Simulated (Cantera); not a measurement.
An isothermal, constant-pressure homogeneous reactor starts with C2H6 : N2 = 1 : 120 (molar parts), at 1950 K and 1330 Pa. Integrator tolerance rtol = 1e-08.

Detailed kinetics in Cantera: GRI-Mech 3.0 (53 species, 325 reactions). GRI-Mech 3.0 stops at C3 and has no aromatics, soot or wall deposition, so with more carbon than oxygen in the feed, carbon stays in small species such as C2H2 where larger ones or solid carbon would form. Radical loss at walls, strong at low pressure, is not modelled.

What does this change do: temperature 1950 to 1673 K?


| quantity | before | after |
|---|---|---|
| x(C2H6) at 300 s | <1e-12 (gas-phase equilibrium <1e-12) | <1e-12 (gas-phase equilibrium <1e-12) |
| x(C2H2) at 300 s | 0.00797 (gas-phase equilibrium 0.000530) | 0.00809 (gas-phase equilibrium 0.000709) |
| x(C2H4) at 300 s | 1.48e-8 (gas-phase equilibrium 9.86e-10) | 1.04e-7 (gas-phase equilibrium 9.15e-9) |
| x(CH2) at 300 s | 1.32e-9 (gas-phase equilibrium 1.98e-9) | 1.70e-10 (gas-phase equilibrium 1.45e-10) |
| x(CH3) at 300 s | 1.31e-8 (gas-phase equilibrium 1.97e-8) | 2.17e-8 (gas-phase equilibrium 1.85e-8) |
| x(H) at 300 s | 0.00125 (gas-phase equilibrium 0.00125) | 0.000126 (gas-phase equilibrium 0.000126) |
| x(H2) at 300 s | 0.0156 (gas-phase equilibrium 0.0156) | 0.0162 (gas-phase equilibrium 0.0162) |

What does this change do: C2H6 1 to 0.55 parts?


```
quantity                                            before                                      after
----------------  ----------------------------------------  -----------------------------------------
x(C2H6) at 300 s     <1e-12 (gas-phase equilibrium <1e-12)      <1e-12 (gas-phase equilibrium <1e-12)
x(C2H2) at 300 s  0.00797 (gas-phase equilibrium 0.000530)   0.00438 (gas-phase equilibrium 0.000171)
x(C2H4) at 300 s  1.48e-8 (gas-phase equilibrium 9.86e-10)   4.47e-9 (gas-phase equilibrium 1.75e-10)
x(CH2) at 300 s    1.32e-9 (gas-phase equilibrium 1.98e-9)  7.18e-10 (gas-phase equilibrium 8.32e-10)
x(CH3) at 300 s    1.31e-8 (gas-phase equilibrium 1.97e-8)    5.30e-9 (gas-phase equilibrium 6.14e-9)
x(H) at 300 s      0.00125 (gas-phase equilibrium 0.00125)  0.000926 (gas-phase equilibrium 0.000927)
x(H2) at 300 s       0.0156 (gas-phase equilibrium 0.0156)    0.00858 (gas-phase equilibrium 0.00858)
```

What does this change do: temperature 1950 to 1750 K?


```json
[
 {"quantity": "x(C2H6) at 300 s", "before": "<1e-12 (gas-phase equilibrium <1e-12)", "after": "<1e-12 (gas-phase equilibrium <1e-12)"},
 {"quantity": "x(C2H2) at 300 s", "before": "0.00797 (gas-phase equilibrium 0.000530)", "after": "0.00807 (gas-phase equilibrium 0.000649)"},
 {"quantity": "x(C2H4) at 300 s", "before": "1.48e-8 (gas-phase equilibrium 9.86e-10)", "after": "5.75e-8 (gas-phase equilibrium 4.63e-9)"},
 {"quantity": "x(CH2) at 300 s", "before": "1.32e-9 (gas-phase equilibrium 1.98e-9)", "after": "2.11e-10 (gas-phase equilibrium 3.28e-10)"},
 {"quantity": "x(CH3) at 300 s", "before": "1.31e-8 (gas-phase equilibrium 1.97e-8)", "after": "1.23e-8 (gas-phase equilibrium 1.90e-8)"},
 {"quantity": "x(H) at 300 s", "before": "0.00125 (gas-phase equilibrium 0.00125)", "after": "0.000258 (gas-phase equilibrium 0.000258)"},
 {"quantity": "x(H2) at 300 s", "before": "0.0156 (gas-phase equilibrium 0.0156)", "after": "0.0161 (gas-phase equilibrium 0.0161)"}
]
```
